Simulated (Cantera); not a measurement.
Feed: 1 mol C2H2, 3.3 mol H2O, held at 1000 Pa.

Cantera equilibrium calculation (NASA polynomials, part measured and part estimated; ideal gas, pure solids and liquids). Candidate condensed phases: C, C6H6, C7H8, C8H18, H2O; 110 gas species. Rates play no part. All values below are at 2423 K.

Base state: H2 0.414, CO 0.279, H2O 0.164, H 0.114, CO2 0.0185, OH 0.00856, O 0.00157, O2 0.000258 (mole fractions); condensed: gas only.

**Question.** What changes in the equilibrium state with this change: pressure from 1000 Pa to 4200000 Pa?

**Answer.** 
| species | before | after |
|---|---|---|
| H2 | 0.414 | 0.494 |
| CO | 0.279 | 0.298 |
| H2O | 0.164 | 0.187 |
| H | 0.114 | 0.00192 |
| CO2 | 0.0185 | 0.0189 |
| O2 | 0.000258 | 5.60e-8 |
| O | 0.00157 | 3.58e-7 |
The ideal-gas law is rough above about 30 bar.
